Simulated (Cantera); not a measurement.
Input: 1 mol Si3N4, 2.8 mol CO2, 1.3 mol H2, held at 0.000110 bar.

These are equilibrium values from Cantera (NASA tables, ideal gas, pure condensed phases), not measurements of a reactor. Candidate condensed phases: C, C6H6, C7H8, C8H18, H2O, Si, SiC, SiO2, Si2N2O, Si3N4; 151 gas species. Kinetics and transport are ignored. All values below are at 1498 K.

Base state: CO 0.329, SiO 0.306, N2 0.212, H2 0.153, H 0.000640 (mole fractions); condensed: Si2N2O(s).

Q: What changes in the equilibrium state with this change: pressure from 0.000110 bar to 8.70e-6 bar?

A: 
| species | before | after |
|---|---|---|
| SiO | 0.306 | 0.325 |
| CO | 0.329 | 0.303 |
| N2 | 0.212 | 0.224 |
| H2 | 0.153 | 0.145 |
| Si | 4.38e-6 | 0.000196 |
| H | 0.000640 | 0.00222 |
| Si2N2O(s), mol | 0.200 | 0 |
| SiC(s), mol | 0 | 0.0991 |

Q: What changes in the equilibrium state with this change: Si3N4 replaced by Si?

A: 
| species | before | after |
|---|---|---|
| CO | 0.329 | 0.584 |
| H2 | 0.153 | 0.220 |
| CO2 | 5.80e-7 | 0.0988 |
| SiO | 0.306 | 3.37e-5 |
| N2 | 0.212 | 0 |
| H2O | 6.94e-7 | 0.0962 |
| H | 0.000640 | 0.000769 |
| Si2N2O(s), mol | 0.200 | 0 |
| SiO2(β-quartz), mol | 0 | 1.000 |
The tables hold silica as quartz up to 1696 K and as liquid above; real silica turns to tridymite and cristobalite and melts near 1996 K.

Q: What changes in the equilibrium state with this change: pressure from 0.000110 bar to 1.60 bar?

A: 
| species | before | after |
|---|---|---|
| N2 | 0.212 | 0.415 |
| H2 | 0.153 | 0.344 |
| CO | 0.329 | 0.240 |
| SiO | 0.306 | 1.51e-6 |
| CH4 | <1e-9 | 0.000490 |
| NH3 | <1e-9 | 1.29e-5 |
| H2O | 6.94e-7 | 0.000230 |
| HCN | 2.60e-6 | 0.000394 |
| CO2 | 5.80e-7 | 6.23e-5 |
| Si2N2O(s), mol | 0.200 | 0.435 |
| C(graphite), mol | 0 | 1.89 |
| SiO2(β-quartz), mol | 0 | 2.13 |
Mutual solubility and eutectic melting of coexisting phases are not modelled. The tables hold silica as quartz up to 1696 K and as liquid above; real silica turns to tridymite and cristobalite and melts near 1996 K.
